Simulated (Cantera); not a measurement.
Charge: 1 mol AlCl3, 2.6 mol O2, 37 mol N2, equilibrated at 2148.15 K and 0.0100 bar.

Method: chemical equilibrium by Gibbs-energy minimisation in Cantera with the NASA 1993 tables (ideal gas, pure condensed phases). Candidate condensed phases: Al, AlCl3, AlN, Al2O3; 24 gas species. Equilibrium is a limit: real reactors are often held back by kinetics, nucleation or transport.

Base state: N2 0.880, Cl 0.0714, O2 0.0396, NO 0.00514, O 0.00384, AlOCl 5.81e-5, Cl2 3.26e-5, ClO 1.93e-5 (mole fractions); condensed: Al2O3(s).

Q: What changes in the equilibrium state with this change: temperature from 2148.15 K to 973 K?

A: 
```tsv
species	before	after
N2	0.880	0.917
O2	0.0396	0.0458
Cl2	3.26e-5	0.0369
Cl	0.0714	0.000493
AlOCl	5.81e-5	<1e-9
O	0.00384	<1e-9
NO	0.00514	1.16e-5
Al2O3(s), mol	0.499	0.500
```
Condensed phases not in the tables: AlOCl.

Q: What changes in the equilibrium state with this change: temperature from 2148.15 K to 1325 K?

A: 
```
species         before     after
-------------  -------  --------
N2               0.880     0.906
O2              0.0396    0.0452
Cl2            3.26e-5    0.0246
Cl              0.0714    0.0242
AlOCl          5.81e-5     <1e-9
O              0.00384   5.85e-7
NO             0.00514  0.000231
ClO            1.93e-5   1.63e-5
Al2O3(s), mol    0.499     0.500
```
